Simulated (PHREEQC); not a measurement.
Make-up at 20 °C: 10 mmol/kgw CdI2 and 34 mmol/kgw H3BO3. It is in equilibrium with CO2 at log p = -2 (atm). Otherwise closed; pH follows from the charge balance.

The numbers come from PHREEQC with the ion-association model, wateq4f.dat.

Each row changes one thing in this solution. This is a speciation only: nothing precipitates in the calculation.

| case | pH | ionic strength (mol/kgw) | CdI+ (mol/kgw) | Cd+2 (mol/kgw) | CdI2 (mol/kgw) | CO2 (mol/kgw) | SI of Otavite (CdCO3) |
|---|---|---|---|---|---|---|---|
| as made | 4.85 | 0.0169 | 0.00473 | 0.00406 | 0.00121 | 0.000390 | -0.97 |
| temperature from 20 to 10 °C | 4.83 | 0.0165 | 0.00509 | 0.00379 | 0.00112 | 0.000536 | … |
| CdI2 from 0.01 to 0.011 mol/kgw | 4.85 | 0.0181 | 0.00528 | 0.00428 | 0.00144 | 0.000390 | … |
| H3BO3 from 0.034 to 0.0374 mol/kgw | 4.85 | 0.0169 | 0.00473 | 0.00406 | 0.00121 | 0.000390 | … |
| H3BO3 from 0.034 to 0.0068 mol/kgw | 4.87 | 0.0169 | 0.00473 | 0.00406 | 0.00121 | 0.000390 | … |
| temperature from 20 to 35 °C | 4.89 | 0.0176 | 0.00423 | 0.00444 | 0.00133 | 0.000264 | … |

Problem. Complete the blanks.

Solution. 
- temperature from 20 to 10 °C, SI of Otavite (CdCO3): -1.09
- CdI2 from 0.01 to 0.011 mol/kgw, SI of Otavite (CdCO3): -0.96
- H3BO3 from 0.034 to 0.0374 mol/kgw, SI of Otavite (CdCO3): -0.98
- H3BO3 from 0.034 to 0.0068 mol/kgw, SI of Otavite (CdCO3): -0.94
- temperature from 20 to 35 °C, SI of Otavite (CdCO3): -0.85

At this temperature some constants are extrapolated from 25 °C, and those without enthalpy data are left unchanged.
